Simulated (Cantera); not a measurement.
A closed system holds: 1 mol SiO2, 1.6 mol CO, 8.1 mol H2, at 2023 K and 1 atm.

Method: chemical equilibrium by Gibbs-energy minimisation in Cantera with the NASA 1993 tables (ideal gas, pure condensed phases). Candidate condensed phases: C, C6H6, C7H8, C8H18, H2O, Si, SiC, SiO2; 123 gas species. The tables hold silica as quartz up to 1696 K and as liquid above; real silica turns to tridymite and cristobalite and melts near 1996 K. Rates play no part.

Base state: H2 0.817, CO 0.163, SiO 0.00929, H2O 0.00891, H 0.00171, CO2 0.000381 (mole fractions); condensed: SiO2(l).

What changes in the equilibrium state with this change: temperature from 2023 K to 1248 K?


```csv
species,before,after
H2,0.817,0.830
CO,0.163,0.162
CH4,4.38e-7,0.00428
SiO,0.00929,<1e-9
H2O,0.00891,0.00380
H,0.00171,4.23e-7
CO2,0.000381,0.000475
"SiO2(l), mol",0.909,0
"SiO2(β-quartz), mol",0,1.00
```

What changes in the equilibrium state with this change: SiO2 replaced by Fe3O4?


```csv
species,before,after
H2,0.817,0.566
H2O,0.00891,0.267
CO,0.163,0.150
CO2,0.000381,0.0151
SiO,0.00929,0
Fe,0,0.000465
Fe(OH)2,0,0.000117
OH,1.94e-6,6.96e-5
H,0.00171,0.00142
"SiO2(l), mol",0.909,0
"Fe(l), mol",0,1.73
"FeO(l), mol",0,1.26
```
Each liquid is taken as pure. Mutual solubility and eutectic melting of coexisting phases are not modelled. The tables' stoichiometric FeO is somewhat more stable than real wüstite, so its field is too wide. FeO: taken at fixed stoichiometry. Further candidate phases: Fe, Fe(CO)5, FeO, Fe(OH)2, Fe(OH)3, Fe2O3, Fe3O4.
